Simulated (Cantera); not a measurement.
**Thermodynamics of chlorosilane synthesis and conversion, feed Si + Cl2 + H2**

Input: 1 mol Si, 1.8 mol Cl2, 12 mol H2, held at 0.133 bar.

Method: chemical equilibrium by Gibbs-energy minimisation in Cantera with the NASA 1993 tables (ideal gas, pure condensed phases). Candidate condensed phases: Si; 19 gas species. The tables' values for SiCl3 are old estimates; treat these amounts as uncertain. The numbers say what is thermodynamically allowed, not how fast it happens.

From 723 K to 1398 K the condensed part is Si(s). The main Si-bearing gas is SiCl4 at 723 K and SiCl2 at 1398 K. The share of Si in condensed phases is highest at 1248 K (17.0 %) and lowest at 723 K (2.3 %).

```csv
T (K),log p H2,log p HCl,log p SiCl4,log p SiCl2,log p SiHCl3,log p SiCl3,n Si(s)
723,-0.91,-4.08,-2.16,-7.36,-2.51,-5.96,0.0226
798,-0.91,-3.60,-2.16,-6.28,-2.52,-5.24,0.0286
873,-0.91,-3.20,-2.16,-5.39,-2.54,-4.66,0.0395
948,-0.91,-2.87,-2.17,-4.64,-2.56,-4.17,0.0578
1023,-0.92,-2.59,-2.19,-4.01,-2.59,-3.76,0.0852
1098,-0.92,-2.36,-2.23,-3.49,-2.63,-3.43,0.119
1173,-0.93,-2.17,-2.30,-3.05,-2.70,-3.17,0.152
1248,-0.94,-2.02,-2.43,-2.70,-2.81,-2.99,0.170
1323,-0.95,-1.91,-2.64,-2.43,-2.98,-2.91,0.163
1398,-0.96,-1.84,-2.95,-2.26,-3.22,-2.92,0.137
```
log p: log10 of the partial pressure in bar; n: condensed amount in mol.
